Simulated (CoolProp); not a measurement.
A simple Rankine cycle with water: condensing at 333.15 K, boiler at 0.0884 MPa, turbine inlet 374.4 K, turbine efficiency 0.7, pump efficiency 0.7, no recuperator. Each further row changes one setting.

The numbers come from the reference Helmholtz-energy equation of state, Wagner 2002 in CoolProp.

| case | thermal efficiency (%) | net work (kJ/kg) | heat in (kJ/kg) | turbine exit temperature (K) | volume ratio over the turbine |
|---|---|---|---|---|---|
| as stated | 6.7 | 162 | 2430 | 333.1 | 3.82 |
| turbine inlet 394.4 K | 6.7 | ___ | 2470 | 333.1 | 3.68 |
| condensing temperature 325.15 K | 8.1 | ___ | ___ | 325.2 | ___ |
| boiler pressure 0.0619 MPa | 5.1 | 124 | 2430 | 333.1 | 2.71 |
| turbine efficiency 0.6 | 5.7 | 138 | 2430 | 333.1 | 3.86 |

Question: Fill in the missing entries.

Answer: 
- turbine inlet 394.4 K, net work (kJ/kg): 165
- condensing temperature 325.15 K, net work (kJ/kg): 199
- condensing temperature 325.15 K, heat in (kJ/kg): 2460
- condensing temperature 325.15 K, volume ratio over the turbine: 5.41

The expansion ends wet for: as stated; turbine inlet 394.4 K; condensing temperature 325.15 K; boiler pressure 0.0619 MPa; turbine efficiency 0.6.
